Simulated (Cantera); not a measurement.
Input: 1 mol borazine, 0.1 mol H2O, at 2000 K and 87000 Pa.

Equilibrium computed with Cantera from the NASA thermochemical tables; the gas is ideal and each condensed phase is pure. Candidate condensed phases: B, BN, B2O3, B3O3H3, H2O; 39 gas species. The feed counts by its element totals alone. The tables' values for BH2 are old estimates; treat these amounts as uncertain. Equilibrium is a limit: real reactors are often held back by kinetics, nucleation or transport.

Base state: H2 0.957, HBO 0.0226, N2 0.0144, H 0.00171, B2O2 0.00145, HBO2 0.00145, B2O3 0.000644, BO 0.000585 (mole fractions); condensed: BN(s).

What changes in the equilibrium state with this change: H2O from 0.1 to 16 mol?


```tsv
species	before	after
H2O	0.000341	0.458
H2	0.957	0.340
HBO2	0.00145	0.128
HBO	0.0226	0.000528
N2	0.0144	0.0681
BH2	4.33e-5	<1e-9
(HBO2)3	<1e-9	1.12e-5
OH	6.07e-8	0.000137
B2O2	0.00145	2.23e-6
BO2	3.12e-7	4.62e-5
BN(s), mol	2.91	0
```

What changes in the equilibrium state with this change: H2O from 0.1 to 4.7 mol?


```json
[
 {"species": "H2", "before": "0.957", "after": "0.702"},
 {"species": "N2", "before": "0.0144", "after": "0.147"},
 {"species": "HBO2", "before": "0.00145", "after": "0.0602"},
 {"species": "B2O3", "before": "0.000644", "after": "0.0473"},
 {"species": "HBO", "before": "0.0226", "after": "0.0294"},
 {"species": "BO2", "before": "3.12e-7", "after": "1.51e-5"},
 {"species": "BH2", "before": "4.33e-5", "after": "1.51e-6"},
 {"species": "H2O", "before": "0.000341", "after": "0.00800"},
 {"species": "B2O2", "before": "0.00145", "after": "0.00334"},
 {"species": "B3O3H3", "before": "6.91e-6", "after": "1.51e-5"},
 {"species": "BN(s), mol", "before": "2.91", "after": "0"},
 {"species": "B2O3(l), mol", "before": "0", "after": "0.522"}
]
```
